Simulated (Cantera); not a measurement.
# Equilibrium for carbon deposition, reforming and gasification: C2H6 + H2O + N2

A closed system holds: 1 mol C2H6, 0.066 mol H2O, 36 mol N2, equilibrated at 101000 Pa.

Method: chemical equilibrium by Gibbs-energy minimisation in Cantera with the NASA 1993 tables (ideal gas, pure condensed phases). Candidate condensed phases: C, C6H6, C7H8, C8H18, H2O; 136 gas species. Equilibrium is a limit: real reactors are often held back by kinetics, nucleation or transport.

| T (K) | log p N2 | log p H2 | log p HCN | log p H | log p HNC | log p C2H2 (acetylene) | n C(graphite) |
|---|---|---|---|---|---|---|---|
| 1723 | -0.03 | -1.10 | -2.95 | -4.29 | -4.45 | -5.15 | 1.89 |
| 1823 | -0.03 | -1.11 | -2.73 | -3.92 | -4.13 | -4.78 | 1.86 |
| 1923 | -0.03 | -1.11 | -2.54 | -3.58 | -3.85 | -4.46 | 1.81 |
| 2023 | -0.03 | -1.11 | -2.37 | -3.28 | -3.59 | -4.16 | 1.75 |
| 2123 | -0.03 | -1.12 | -2.21 | -3.01 | -3.36 | -3.90 | 1.67 |
| 2223 | -0.03 | -1.13 | -2.07 | -2.76 | -3.16 | -3.67 | 1.56 |
| 2323 | -0.03 | -1.15 | -1.95 | -2.54 | -2.97 | -3.46 | 1.43 |
| 2423 | -0.04 | -1.17 | -1.84 | -2.33 | -2.81 | -3.28 | 1.26 |
| 2523 | -0.04 | -1.19 | -1.74 | -2.15 | -2.66 | -3.11 | 1.07 |
| 2623 | -0.04 | -1.22 | -1.65 | -1.99 | -2.53 | -2.97 | 0.847 |
| 2723 | -0.04 | -1.26 | -1.58 | -1.84 | -2.41 | -2.85 | 0.598 |
| 2823 | -0.04 | -1.31 | -1.52 | -1.71 | -2.31 | -2.75 | 0.324 |
log p: log10 of the partial pressure in bar; n: condensed amount in mol.

From 1723 K to 2823 K the condensed part is C(graphite). The main C-bearing gas is CO at 1723 K and HCN at 2823 K. The share of C in condensed phases is highest at 1723 K (94.4 %) and lowest at 2823 K (16.2 %).
